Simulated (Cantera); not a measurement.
Charge: 1 mol Si3N4, 30 mol H2, at 17.0 mbar.

These are equilibrium values from Cantera (NASA tables, ideal gas, pure condensed phases), not measurements of a reactor. Candidate condensed phases: Si, Si3N4; 18 gas species. Mutual solubility and eutectic melting of coexisting phases are not modelled. Kinetics and transport are ignored.

Problem. At 1252 °C, list the 3 most abundant gas species with their mole fractions, and the condensed phases.

Solution. H2 0.995, N2 0.00452, H 0.000181. Condensed: Si(s) + Si3N4(s).
